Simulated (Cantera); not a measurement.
A closed system holds: 1 mol B2O3, 1.3 mol NH3, 0.13 mol H2, 0.4 mol N2, equilibrated at 1.00 bar.

Equilibrium computed with Cantera from the NASA thermochemical tables; the gas is ideal and each condensed phase is pure. Candidate condensed phases: B, BN, B2O3, B3O3H3, H2O; 39 gas species. The numbers say what is thermodynamically allowed, not how fast it happens. All values below are at 2073 K.

Base state: H2 0.502, N2 0.283, B2O3 0.0899, HBO2 0.0597, HBO 0.0460, B2O2 0.0103, H2O 0.00463, BO 0.00231 (mole fractions); condensed: B2O3(l).

What changes in the equilibrium state with this change: B2O3 replaced by B2H6?


```tsv
species	before	after
H2	0.502	0.987
N2	0.283	0.00980
H	0.00186	0.00261
B2O3	0.0899	0
HBO2	0.0597	0
HBO	0.0460	0
B2O2	0.0103	0
BH2	3.63e-6	0.000128
H2O	0.00463	0
BO	0.00231	0
BO2	3.04e-5	0
B2O3(l), mol	0.428	0
BN(s), mol	0	2.00
```
The feed counts by its element totals alone. The tables' values for BH2 are old estimates; treat these amounts as uncertain.

What changes in the equilibrium state with this change: pressure from 1.00 bar to 0.00133 bar?


| species | before | after |
|---|---|---|
| H2 | 0.502 | 0.387 |
| N2 | 0.283 | 0.241 |
| B2O3 | 0.0899 | 0.132 |
| BO | 0.00231 | 0.0547 |
| H | 0.00186 | 0.0448 |
| HBO2 | 0.0597 | 0.0892 |
| B2O2 | 0.0103 | 0.00768 |
| HBO | 0.0460 | 0.0348 |
| B3O3H3 | 2.15e-5 | <1e-9 |
| OH | 1.95e-6 | 9.26e-5 |
| BO2 | 3.04e-5 | 0.00142 |
| H2O | 0.00463 | 0.00703 |
| B2O3(l), mol | 0.428 | 0 |
